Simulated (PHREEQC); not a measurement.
# Leach liquor (model solution)

A solution holds 0.062 mol HCl, 0.066 mol Al2(SO4)3 and 0.0068 mol Fe2(SO4)3 per kg of water, at 25 °C. Closed to the air; pH follows from the charge balance.

All values are PHREEQC results (ion-association model, phreeqc.dat), not measurements.

The pH is 1.62, the ionic strength comes out as 0.287 mol/kgw and the total alkalinity is -89.2 meq/kg.

| species | molality | activity | log γ |
|---|---|---|---|
| AlSO4+ | 0.0873 | 0.0614 | -0.153 |
| Cl- | 0.0616 | 0.0425 | -0.162 |
| SO4-2 | 0.0361 | 0.00921 | -0.593 |
| H+ | 0.0308 | 0.0241 | -0.106 |
| HSO4- | 0.0294 | 0.0216 | -0.134 |
| Al(SO4)2- | 0.0254 | 0.0179 | -0.153 |
| Al+3 | 0.0189 | 0.00211 | -0.952 |
| FeSO4+ | 0.00930 | 0.00665 | -0.145 |
| Fe(SO4)2- | 0.00182 | 0.00134 | -0.134 |

No solid was allowed to form. Examples of supersaturated solids here: Hematite (slow to form), Goethite (slow to form). Others may be too.
